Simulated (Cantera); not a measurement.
Feed: 1 mol CH3SiCl3, 180 mol H2, 0.23 mol HCl, equilibrated at 0.133 bar.

Equilibrium computed with Cantera from the NASA thermochemical tables; the gas is ideal and each condensed phase is pure. Candidate condensed phases: C, C6H6, C7H8, C8H18, Si, SiC; 109 gas species. The feed counts by its element totals alone. Gases not in the tables: Si2H6 and higher silanes. Kinetics and transport are ignored.

Task: Which condensed phases are stable at each of these points (T (°C)): 1577, 1652, 1727, 1802, 1877, 1952, 2027, 2102?

Result: 
```csv
T (°C),condensed phases,Si condensed (%)
1577,SiC(s),98.3
1652,SiC(s),97.6
1727,SiC(s),96.2
1802,SiC(s),93.3
1877,SiC(s),87.1
1952,SiC(s),74.2
2027,SiC(s),47.7
2102,gas only,0.0
```

From 1577 °C to 2027 °C the condensed part is SiC(s). At 2102 °C nothing is condensed.
